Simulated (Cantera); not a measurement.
Feed: 1 mol trisilylamine, 0.58 mol N2, equilibrated at 1900 K and 0.100 bar.

Cantera equilibrium calculation (NASA polynomials, part measured and part estimated; ideal gas, pure solids and liquids). Candidate condensed phases: Si, Si3N4; 18 gas species. The feed counts by its element totals alone. Gases not in the tables: Si2H6 and higher silanes. Equilibrium is a limit: real reactors are often held back by kinetics, nucleation or transport.

### Question
What is the equilibrium state?

### Answer
```json
{
  "x(H2)": "0.804",
  "x(N2)": "0.193",
  "x(H)": "0.00225",
  "x(Si)": "0.000126",
  "x(SiH2)": "4.69e-5",
  "x(SiH)": "3.10e-5",
  "x(Si2N)": "8.49e-6",
  "x(SiN)": "5.87e-6",
  "x(Si2)": "1.01e-6",
  "n(Si(l))": "3.00 mol",
  "gas_amount": "5.587 mol"
}
```
